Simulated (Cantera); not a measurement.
Cantera run:

```python
import numpy as np
import cantera as ct

gas_names = """
    AL ALCL ALCL2 ALCL3 ALH AL2 AL2CL6 CL CL2 H HCL H2
""".split()
cond_names = """
    AL(cr) AL(L) ALCL3(s) ALCL3(L)
""".split()


def load(file, names, dense=False):
    # The tables refer to 1 bar. Condensed volumes are neglected.
    table = {s.name: s for s in ct.Species.list_from_file(file)}
    out = []
    for n in names:
        d = dict(table[n].input_data)
        d["thermo"] = dict(d["thermo"], **{"reference-pressure": 1e5})
        if dense:
            d["equation-of-state"] = {"model": "constant-volume", "density": "1e6 g/cm^3"}
        out.append(ct.Species.from_dict(d))
    return out


gas = ct.Solution(thermo="ideal-gas", species=load("nasa_gas.yaml", gas_names))
cond = {s.name: ct.Solution(thermo="fixed-stoichiometry", species=[s], name=s.name)
        for s in load("nasa_condensed.yaml", cond_names, dense=True)}
atoms = {
    'Al': {'AL': 1},
    'Cl2': {'CL': 2},
    'H2': {'H': 2},
}
top_T = {}  # K; cautious upper limits of use, not melting points


def equilibrate(T, P, feed):
    n = {}
    for name, mol in feed.items():
        for a, k in atoms[name].items():
            n[a] = n.get(a, 0.0) + k * mol
    gas.TPX = T, P, n
    mass = sum(n.values()) * gas.mean_molecular_weight
    gas.equilibrate("TP")
    valid = [c for c in cond.values() if c.min_temp <= T <= top_T.get(c.name, c.max_temp)]
    mix = ct.Mixture([(gas, mass / gas.mean_molecular_weight)] + [(c, 0.0) for c in valid])
    mix.T, mix.P = T, P
    mix.equilibrate("TP", solver="vcs", rtol=1e-11, max_steps=5000)
    return mix


results = []
feed = {'Al': 1, 'Cl2': 0.9, 'H2': 2.8}  # mol
T = 1098.15  # K
P = 130  # Pa
mix = equilibrate(T, P, feed)
results.append((T, P, feed, dict(zip(mix.species_names, mix.species_moles))))
print(gas.report(threshold=1e-05))
for i in range(1, mix.n_phases):
    print(f"{mix.phase(i).name:16s} {mix.phase_moles(i):12.5e} mol")
```

Result:

```
       temperature   1098.2 K
          pressure   130 Pa
           density   0.00036118 kg/m^3
  mean mol. weight   25.368 kg/kmol
   phase of matter   gas

                          1 kg             1 kmol
                     ---------------   ---------------
          enthalpy       -1.5834e+06       -4.0167e+07  J
   internal energy       -1.9433e+06       -4.9297e+07  J
           entropy             10807        2.7416e+05  J/K
    Gibbs function       -1.3451e+07       -3.4123e+08  J
 heat capacity c_p            1462.1             37089  J/K
 heat capacity c_v            1134.3             28774  J/K

                      mass frac. Y      mole frac. X     chem. pot. / RT
                     ---------------   ---------------   ---------------
              ALCL           0.37067           0.15061           -44.095
             ALCL2          0.058829          0.015247           -80.135
             ALCL3           0.51082          0.097189           -116.18
               HCL         0.0011718        0.00081533           -48.387
                H2          0.058502           0.73613           -24.695
     [   +7 minor]        3.9041e-06        1.0615e-06

AL(L)             0.00000e+00 mol
ALCL3(L)          0.00000e+00 mol
```

Method: chemical equilibrium by Gibbs-energy minimisation in Cantera with the NASA 1993 tables (ideal gas, pure condensed phases). The tables' values for AlCl2 are old estimates; treat these amounts as uncertain.
